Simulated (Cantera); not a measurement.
Cantera with NASA thermochemical tables; ideal gases at 1 bar, condensed phases pure. Values are per mole of reaction as written; species without (g) are pure solids or liquids, kept so even where they would boil at 1 bar.

2 Pb + O2(g) ⇌ 2 PbO(g), with ΔH° = 140.6 kJ and ΔS° = 145.2 J/K at 300 K.

**Question.** How far is the shortcut ΔG° ≈ ΔH°(300 K) − T·ΔS°(300 K) from the full temperature-dependent value at 1375, 1450, 1525, 1600, 1675, 1750, 1825, 1900 K?

**Answer.** 
```tsv
T (K)	shortcut (kJ)	full (kJ)	difference (kJ)	difference in log10 K	condensed phases
1375	-59.1	-27.5	-31.6	1.20	Pb(l)
1450	-70.0	-35.0	-35.0	1.26	Pb(l)
1525	-80.9	-42.4	-38.5	1.32	Pb(l)
1600	-91.8	-49.8	-42.0	1.37	Pb(l)
1675	-102.7	-57.0	-45.7	1.42	Pb(l)
1750	-113.6	-64.2	-49.3	1.47	Pb(l)
1825	-124.5	-71.4	-53.1	1.52	Pb(l)
1900	-135.4	-78.5	-56.9	1.56	Pb(l)
```
The shortcut ignores heat capacities and the phase changes listed.
